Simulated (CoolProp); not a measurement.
Vapour pressure (MPa) of tetradecamethylhexasiloxane (MD4M): the reference equation beside estimates from Tc = 653.2 K, pc = 0.8286 MPa, ω = 0.800.

Model: reference Helmholtz-energy equation of state, Thol 2019, in CoolProp.

```tsv
T (K)	reference	Lee-Kesler	Redlich-Kwong	Soave-Redlich-Kwong	Peng-Robinson
304.6	(withheld)	2.663e-6	0.0006737	2.437e-6	3.646e-6
323.3	8.355e-6	1.314e-5	0.001624	1.229e-5	1.707e-5
342	(withheld)	5.248e-5	0.003466	4.994e-5	6.524e-5
360.6	0.0001406	0.0001746	0.006684	0.0001685	(withheld)
379.3	0.0004378	0.0005041	0.01193	0.0004923	0.0005854
397.9	0.001172	0.001278	(withheld)	0.001260	0.001445
416.6	0.002791	0.002925	0.03133	0.002906	0.003235
435.2	0.005966	0.006088	0.04707	0.006087	0.006610
453.9	0.01173	0.01176	0.06808	0.01182	0.01258
472.6	0.02141	0.02123	0.09517	0.02145	0.02243
491.2	0.03659	0.03605	0.1290	0.03660	0.03775
509.9	(withheld)	0.05838	0.1707	(withheld)	0.06074
```

### Question
What belongs in the gaps?

### Answer

- 304.6, reference: 1.418e-6
- 342, reference: 3.818e-5
- 360.6, Peng-Robinson: 0.0002092
- 397.9, Redlich-Kwong: 0.01986
- 509.9, reference: 0.05943
- 509.9, Soave-Redlich-Kwong: 0.05955

Absolute difference from the reference over all 12 rows, mean and median: Lee-Kesler 20.2 and 6.9 %, Redlich-Kwong 7298.0 and 1308.5 %, Soave-Redlich-Kwong 16.4 and 5.8 %, Peng-Robinson 40.2 and 19.6 %.
